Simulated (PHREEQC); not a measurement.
Consider water at 25 °C with 53 mmol/kgw HBr. It is in equilibrium with CO2 at log p = -3.5 (atm). Otherwise closed; pH follows from the charge balance.

All values are PHREEQC results (ion-association model, phreeqc.dat), not measurements.

* **pH**: 1.35
* **ionic strength**: 0.0530 mol/kgw
* **specific conductance**: 19500 µS/cm
* **density**: 1.000 g/cm³
* **total alkalinity**: -53.0 meq/kg

```json
[
 {"species": "H+", "molality": "0.0530", "activity": "0.0451", "log γ": "-0.070"},
 {"species": "Br-", "molality": "0.0530", "activity": "0.0425", "log γ": "-0.096"},
 {"species": "CO2", "molality": "1.06e-5", "activity": "1.08e-5", "log γ": "0.005"}
]
```

Precipitation was switched off in this run. Species that the database lacks are ignored.
